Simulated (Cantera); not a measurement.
## Equilibrium for silicon oxide and oxynitride deposition: HMDSO + O2 + H2

Feed: 1 mol HMDSO, 1.2 mol O2, 0.67 mol H2, at 12.8 Torr.

Cantera equilibrium calculation (NASA polynomials, part measured and part estimated; ideal gas, pure solids and liquids). Candidate condensed phases: C, C6H6, C7H8, C8H18, H2O, Si, SiC, SiO2; 123 gas species. The feed counts by its element totals alone. Mutual solubility and eutectic melting of coexisting phases are not modelled. The tables hold silica as quartz up to 1696 K and as liquid above; real silica turns to tridymite and cristobalite and melts near 1996 K. Kinetics and transport are ignored.

```tsv
T (°C)	log p H2	log p CO	log p CH4	log p H	log p SiO	log p C2H2 (acetylene)	log p Si	log p H2O	n C(graphite)	n SiC(s)	n SiO2(α-quartz)	n SiO2(β-quartz)
500	-1.78	-11.59	-3.24	-12.93	<-13	<-13	<-13	-11.70	5.39	0.300	1.70	0
600	-1.77	-9.22	-3.89	-11.22	<-13	-12.43	<-13	-10.36	5.63	0.300	0	1.70
700	-1.77	-7.34	-4.43	-9.85	-11.54	-11.04	<-13	-9.32	5.68	0.300	0	1.70
800	-1.77	-5.82	-4.88	-8.74	-9.63	-9.91	<-13	-8.48	5.69	0.300	0	1.70
900	-1.77	-4.57	-5.25	-7.81	-8.04	-8.98	<-13	-7.79	5.67	0.308	0	1.69
1000	-1.78	-3.51	-5.58	-7.04	-6.71	-8.21	-13.33	-7.21	5.43	0.389	0	1.61
1100	-1.84	-2.61	-5.97	-6.40	-5.57	-7.60	-11.78	-6.78	3.26	1.11	0	0.886
1200	-1.90	-2.36	-6.33	-5.85	-5.11	-7.09	-10.45	-6.93	0.611	1.99	0	0
1300	-1.90	-2.36	-6.54	-5.34	-4.94	-6.59	-9.28	-7.24	0.617	1.99	0	0
1400	-1.90	-2.36	-6.72	-4.89	-4.78	-6.15	-8.25	-7.51	0.624	1.99	0	0
1500	-1.90	-2.36	-6.88	-4.50	-4.65	-5.76	-7.34	-7.74	0.632	1.98	0	0
1600	-1.90	-2.36	-7.02	-4.14	-4.53	-5.41	-6.53	-7.96	0.640	1.98	0	0
1700	-1.91	-2.36	-7.15	-3.82	-4.42	-5.10	-5.81	-8.15	0.648	1.97	0	0
```
log p: log10 of the partial pressure in bar; n: condensed amount in mol.

At 500 °C the condensed part is C(graphite) + SiC(s) + SiO2(α-quartz). From 600 °C to 1100 °C the condensed part is C(graphite) + SiC(s) + SiO2(β-quartz). From 1200 °C to 1700 °C the condensed part is C(graphite) + SiC(s).
